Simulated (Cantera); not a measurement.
Standard-state values (1 bar) from the NASA 1993 polynomials, evaluated with Cantera. Values are per mole of reaction as written; species without (g) are pure solids or liquids, kept so even where they would boil at 1 bar.

2 NO2(g) + 6 LiCl = 3 Li2O + N2O(g) + 3 Cl2(g), with ΔH° = 666.5 kJ and ΔS° = 166.5 J/K at 300 K.

### Question
How far is the shortcut ΔG° ≈ ΔH°(300 K) − T·ΔS°(300 K) from the full temperature-dependent value at 473, 498, 523, 548, 573, 598, 623, 648, 673, 698, 723 K?

### Answer
| T (K) | shortcut (kJ) | full (kJ) | difference (kJ) | difference in log10 K |
|---|---|---|---|---|
| 473 | 587.8 | 590.0 | -2.2 | 0.24 |
| 498 | 583.6 | 586.4 | -2.8 | 0.29 |
| 523 | 579.4 | 582.9 | -3.5 | 0.34 |
| 548 | 575.3 | 579.4 | -4.2 | 0.40 |
| 573 | 571.1 | 576.0 | -4.9 | 0.45 |
| 598 | 566.9 | 572.7 | -5.7 | 0.50 |
| 623 | 562.8 | 569.4 | -6.6 | 0.55 |
| 648 | 558.6 | 566.1 | -7.5 | 0.60 |
| 673 | 554.5 | 562.9 | -8.4 | 0.65 |
| 698 | 550.3 | 559.7 | -9.4 | 0.70 |
| 723 | 546.1 | 556.6 | -10.5 | 0.76 |
The shortcut ignores the heat-capacity change of the reaction.
